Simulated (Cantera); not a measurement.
**Premixed flame**

A freely propagating, adiabatic, planar premixed flame of H₂ : O₂ : N₂ = 1 : 0.278 : 1.04 (molar parts), unburnt at 525 K and 0.640 bar; mixture-averaged transport, grid criteria slope 0.08 and curve 0.16, no radiation.

Computed with Cantera and the H2/O2 subset of GRI-Mech 3.0, which has no nitrogen chemistry. Burning velocities carry a grid error of a few per cent, more on coarse grids.

```
z (mm)  T (K)  u (m/s)   x H₂      x O₂      x OH     x H₂O     x HO₂       x H
------  -----  -------  -----  --------  --------  --------  --------  --------
-2.29     525     7.00  0.431     0.120     <1e-8     <1e-8     <1e-8     <1e-8
-1.53     525     7.00  0.431     0.120     <1e-8     <1e-8     <1e-8     <1e-8
-1.15     525     7.00  0.431     0.120     <1e-8     <1e-8     <1e-8     <1e-8
-0.765    525     7.00  0.431     0.120     <1e-8   6.50e-8   3.42e-7   2.63e-8
-0.382    542     7.20  0.429     0.120   6.29e-5  0.000713  0.000196  0.000208
-0.191    762     9.91  0.397     0.114  0.000639    0.0190  0.000128   0.00910
0        1186     15.0  0.284    0.0736   0.00242     0.107   4.83e-5    0.0574
0.191    1469     18.4  0.184    0.0169   0.00497     0.215   1.07e-5    0.0972
0.382    1587     19.7  0.166   0.00387   0.00574     0.241   2.34e-6    0.0985
0.765    1705     21.0  0.171   0.00173   0.00647     0.247   9.92e-7    0.0857
1.53     1831     22.4  0.180   0.00124   0.00681     0.251   6.69e-7    0.0691
3.06     1958     23.7  0.189  0.000791   0.00651     0.255   4.25e-7    0.0524
6.12     2071     24.8  0.197  0.000435   0.00557     0.260   2.49e-7    0.0373
```
x: mole fraction of selected species; z is measured from the peak of heat release.

The laminar burning velocity is 700 cm/s and the thermal thickness is 0.765 mm. The peak x(OH) is 0.00682 and the peak x(HO₂) is 0.000227. The peak x(H) comes out as 0.100 and the grid points is 139.
